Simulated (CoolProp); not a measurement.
A simple Rankine cycle with toluene: condensing at 315.15 K, boiler at 0.417 MPa, turbine inlet 457.3 K, turbine efficiency 0.7, pump efficiency 0.7, no recuperator. Each further row changes one setting.

Computed with CoolProp (reference Helmholtz-energy equation of state, Lemmon 2006). It is a short technical equation, of lower accuracy than the large ones.

| case | thermal efficiency (%) | net work (kJ/kg) | heat in (kJ/kg) | turbine exit temperature (K) | volume ratio over the turbine |
|---|---|---|---|---|---|
| as stated | … | 96.0 | 597 | … | 45.2 |
| turbine inlet 477.3 K | 16.0 | 101 | 634 | 409.2 | 44.9 |
| condensing temperature 307.15 K | 17.1 | 104 | 611 | … | … |
| boiler pressure 0.292 MPa | … | 89.2 | 602 | 396.2 | … |
| turbine efficiency 0.6 | 13.8 | … | 597 | 397.8 | 46.2 |

Q: Complete the blanks.

A: 
- as stated, thermal efficiency (%): 16.1
- as stated, turbine exit temperature (K): 388.6
- condensing temperature 307.15 K, turbine exit temperature (K): 382.8
- condensing temperature 307.15 K, volume ratio over the turbine: 64.7
- boiler pressure 0.292 MPa, thermal efficiency (%): 14.8
- boiler pressure 0.292 MPa, volume ratio over the turbine: 31.2
- turbine efficiency 0.6, net work (kJ/kg): 82.2
